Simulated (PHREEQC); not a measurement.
Acid rinse or clean (model solution)

Make-up at 45 °C: 0.0015 mol HF, 0.012 mol NiCl2 and 0.0076 mol MnSO4 per kg of water. Closed to the air; pH follows from the charge balance.

Computed with PHREEQC (ion-association model, wateq4f.dat).

This is a speciation only: nothing precipitates in the calculation.

Problem. What pH, ionic strength does the model give?

Solution. pH 3.27; ionic strength 0.0530 mol/kgw.

Problem. In which forms is F present?

Solution. F- 49 %, HF 45 %, NiF+ 4.2 %, MnF+ 0.9 % of the F.

Species that the database lacks are ignored. At this temperature some constants are extrapolated from 25 °C, and those without enthalpy data are left unchanged.
